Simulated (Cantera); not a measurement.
Input: 1 mol Al₂O₃, 0.11 mol H₂O, at 2523.15 K and 6400 Pa.

These are equilibrium values from Cantera (NASA tables, ideal gas, pure condensed phases), not measurements of a reactor. Candidate condensed phases: Al, Al₂O₃, H₂O; 19 gas species. The tables' values for AlOH are old estimates; treat these amounts as uncertain. Gases not in the tables: Al(OH)₃. Kinetics and transport are ignored.

Base state: H₂O 0.757, H₂ 0.101, OH 0.0557, O₂ 0.0389, H 0.0349, O 0.0126, AlO₂H 0.000288, AlOH 1.03e-5 (mole fractions); condensed: Al₂O₃(l).

Question: What changes in the equilibrium state with this change: temperature from 2523.15 K to 2575 K?

Answer: 
```tsv
species	before	after
H₂O	0.757	0.713
H₂	0.101	0.114
OH	0.0557	0.0651
H	0.0349	0.0462
O	0.0126	0.0172
O₂	0.0389	0.0437
AlO₂H	0.000288	0.000413
AlO	9.39e-6	1.99e-5
AlOH	1.03e-5	1.81e-5
Al₂O₃(l), mol	1.000	1.000
```

Question: What changes in the equilibrium state with this change: temperature from 2523.15 K to 998 K?

Answer: 
```
species          before    after
-------------  --------  -------
H₂O               0.757    1.000
H₂                0.101  6.00e-7
O₂               0.0389  2.94e-7
OH               0.0557  2.39e-8
H                0.0349    <1e-9
O                0.0126    <1e-9
AlO₂H          0.000288    <1e-9
AlOH            1.03e-5    <1e-9
Al₂O₃(l), mol     1.000        0
Al₂O₃(s), mol         0     1.00
```

Question: What changes in the equilibrium state with this change: temperature from 2523.15 K to 1500 K?

Answer: 
```
species          before     after
-------------  --------  --------
H₂O               0.757     0.999
H₂                0.101  0.000497
O₂               0.0389  0.000226
OH               0.0557   8.91e-5
O                0.0126   2.41e-7
H                0.0349   1.55e-6
AlO₂H          0.000288     <1e-9
AlOH            1.03e-5     <1e-9
Al₂O₃(l), mol     1.000         0
Al₂O₃(s), mol         0      1.00
```
